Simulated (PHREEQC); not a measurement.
Make-up at 25 °C: 110 mmol/kgw HF, 0.74 mmol/kgw NaF and 0.071 mmol/kgw HCl. Closed to the air; pH follows from the charge balance.

All values are PHREEQC results (ion-association model, phreeqc.dat), not measurements.

This is a speciation only: nothing precipitates in the calculation.

### Question
Order these F species by the share of F that they hold, largest first: F-, HF, HF2-.

### Answer
HF (88 %), F- (7.1 %), HF2- (5.3 %)

The pH is 2.04 and the ionic strength 0.0109 mol/kgw. Complexes and solids missing from the database can't appear.
